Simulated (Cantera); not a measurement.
An isothermal plug-flow reactor at 1073 K and 750 Torr (inlet), inlet velocity 0.24 m/s, active area per volume 160 1/m; feed CH4 : O2 : N2 = 0.025 : 0.011 : 0.79 (molar parts), equivalence ratio 4.5.

Detailed kinetics in Cantera: Deutschmann's 1995 Pt surface mechanism with GRI-Mech 3.0 gas chemistry. Catalytic surfaces can have several steady states; this one follows from the mechanism file's or the stated starting coverage. Mass transfer to the wall is taken as infinitely fast.

Q: What does this change do: inlet velocity 0.24 to 0.081 m/s?

A: 
```csv
quantity,before,after
x(CH4) at z = 0.0034 m,0.0197,0.0186
x(O2) at z = 0.0034 m,0.00257,0.00183
x(H2O) at z = 0.0034 m,0.0109,0.0113
x(CO2) at z = 0.0034 m,5.66e-6,5.69e-6
x(CO) at z = 0.0034 m,0.0103,0.0114
θ(free Pt) at the exit,0.129,0.0699
θ(H*) at the exit,0.00199,0.00158
θ(CO*) at the exit,0.00355,0.00115
θ(C*) at the exit,0.866,0.927
```
